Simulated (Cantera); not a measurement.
Charge: 1 mol AlN, 3 mol H2O, 2.6 mol N2, held at 1700 °C and 29.0 Pa.

Method: chemical equilibrium by Gibbs-energy minimisation in Cantera with the NASA 1993 tables (ideal gas, pure condensed phases). Equilibrium is a limit: real reactors are often held back by kinetics, nucleation or transport.

| species | before | after |
|---|---|---|
| N2 | 0.497 | 0.751 |
| Al | 6.71e-8 | 0.165 |
| Al2O | <1e-9 | 0.0387 |
| H2O | 0.236 | 8.25e-7 |
| H2 | 0.225 | 0.0316 |
| H | 0.0376 | 0.0141 |
| O2 | 0.000209 | <1e-9 |
| AlH | <1e-9 | 0.000148 |
| OH | 0.00374 | 3.49e-8 |
| O | 0.000460 | 1.14e-8 |
| NO | 0.000178 | 5.44e-9 |
| AlO | 3.21e-7 | 1.96e-5 |
| Al2O3(s), mol | 0.500 | 0 |
Gas species are given as mole fractions.

Problem. Name the change that produced these shifts.
A. H2O from 3 to 0.16 mol
B. temperature from 1700 °C to 1250 °C
C. pressure from 29.0 Pa to 110 Pa
D. temperature from 1700 °C to 852 °C

Solution. A, H2O from 3 to 0.16 mol. The tables' values for AlOH are old estimates; treat these amounts as uncertain
